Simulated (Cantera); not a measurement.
**Counterflow diffusion flame**

A counterflow diffusion flame at 1130 Torr, nozzles 20 mm apart: fuel side 100 % CH3OH at 300 K, oxidiser side 23.0 % O2, 77.0 % N2 at 375 K, fuel mass flux 1.3 times the oxidiser's; mixture-averaged transport, no radiation.

Computed with Cantera and GRI-Mech 3.0 (53 species, 325 reactions). GRI-Mech 3.0 was tuned for natural gas; its chemistry of methanol as a main component is partial and can be far from experiment. GRI-Mech 3.0 has no aromatics or soot, which form on the fuel side of real flames. The maximum strain rate includes the flame's own expansion and is several times the mean.

```
oxidiser flux (kg/m²/s)  max strain (1/s)  mean strain (1/s)  T max (K)  peak x OH  peak x H  peak x NO  peak x CO  peak x C2H2
-----------------------  ----------------  -----------------  ---------  ---------  --------  ---------  ---------  -----------
0.38                                  166               26.5       2222    0.00990   0.00482   0.000152      0.179      6.05e-5
0.51                                  216               35.5       2193     0.0101   0.00531   0.000120      0.178      7.47e-5
0.68                                  280               47.4       2163     0.0103   0.00585    9.56e-5      0.176      9.10e-5
0.92                                  369               64.1       2134     0.0105   0.00645    7.76e-5      0.174     0.000111
1.2                                   471               83.6       2108     0.0106   0.00701    6.57e-5      0.173     0.000132
1.7                                   650                118       2068     0.0107   0.00776    5.29e-5      0.171     0.000163
2.3                                   861                160       2031     0.0107   0.00840    4.47e-5      0.168     0.000193
3.1                                  1140                216       1992     0.0105   0.00899    3.82e-5      0.166     0.000222
4.1                                  1490                286       1957     0.0104   0.00954    3.33e-5      0.163     0.000247
```
x: mole fraction; the columns are a selection and need not sum to one.
